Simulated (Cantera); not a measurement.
What does this Cantera script print?

```python
import numpy as np
import cantera as ct

gas_names = """
    O2 N2
""".split()
cond_names = """
    V(cr) VN(s) VO(s) V2O3(s) V2O4(II) V2O5(L)
""".split()


# ... load() reads the species with a 1 bar reference pressure and builds the phases ...
species = {s.name: s for s in load("nasa_gas.yaml", gas_names) + load("nasa_condensed.yaml", cond_names)}
T = 975
g = {n: (s.thermo.h(T) - T * s.thermo.s(T)) / (ct.gas_constant * T * np.log(10)) for n, s in species.items()}
valid = cond_names  # the entries whose range holds T


def stable(la, lb):
    # potentials (over RT ln 10) of the two non-metals from log10 p(O2) and log10 p(N2) in bar
    mu = {}
    mu["O"] = (g["O2"] + la) / 2
    mu["N"] = (g["N2"] + lb) / 2
    cost = {}
    for n in valid:
        c = species[n].composition
        cost[n] = (g[n] - sum(c.get(e, 0) * m for e, m in mu.items())) / c["V"]
    return min(cost, key=cost.get)


results = []
for lb in [1, -0.6, -2.2, -3.8, -5.3, -6.9, -8.5, -10.1, -11.7, -13.2, -14.8, -16.4, -18]:
    row = [stable(la, lb) for la in [-18, -17.2, -16.3, -15.5, -14.7, -13.9, -13, -12.2, -11.4, -10.6, -9.7, -8.9, -8.1, -7.3, -6.4, -5.6, -4.8, -4, -3.1, -2.3, -1.5, -0.7, 0.2, 1]]
    results.append(row)
    print(f"{lb:6.1f}  " + " ".join(f"{valid.index(n):x}" for n in row))
print("key: " + ", ".join(f"{i:x} {n}" for i, n in enumerate(valid)))
```

It prints:

```
   1.0  3 3 3 3 3 4 4 4 4 4 4 4 4 4 4 4 4 4 5 5 5 5 5 5
  -0.6  3 3 3 3 3 4 4 4 4 4 4 4 4 4 4 4 4 4 5 5 5 5 5 5
  -2.2  3 3 3 3 3 4 4 4 4 4 4 4 4 4 4 4 4 4 5 5 5 5 5 5
  -3.8  3 3 3 3 3 4 4 4 4 4 4 4 4 4 4 4 4 4 5 5 5 5 5 5
  -5.3  3 3 3 3 3 4 4 4 4 4 4 4 4 4 4 4 4 4 5 5 5 5 5 5
  -6.9  3 3 3 3 3 4 4 4 4 4 4 4 4 4 4 4 4 4 5 5 5 5 5 5
  -8.5  3 3 3 3 3 4 4 4 4 4 4 4 4 4 4 4 4 4 5 5 5 5 5 5
 -10.1  3 3 3 3 3 4 4 4 4 4 4 4 4 4 4 4 4 4 5 5 5 5 5 5
 -11.7  3 3 3 3 3 4 4 4 4 4 4 4 4 4 4 4 4 4 5 5 5 5 5 5
 -13.2  3 3 3 3 3 4 4 4 4 4 4 4 4 4 4 4 4 4 5 5 5 5 5 5
 -14.8  3 3 3 3 3 4 4 4 4 4 4 4 4 4 4 4 4 4 5 5 5 5 5 5
 -16.4  3 3 3 3 3 4 4 4 4 4 4 4 4 4 4 4 4 4 5 5 5 5 5 5
 -18.0  3 3 3 3 3 4 4 4 4 4 4 4 4 4 4 4 4 4 5 5 5 5 5 5
key: 0 V(cr), 1 VN(s), 2 VO(s), 3 V2O3(s), 4 V2O4(II), 5 V2O5(L)
```

Source: NASA polynomial tables (part measured, part estimated), evaluated in Cantera. VN, VO: taken at fixed stoichiometry. Not in the tables: V3O5 to V6O13, V2N.
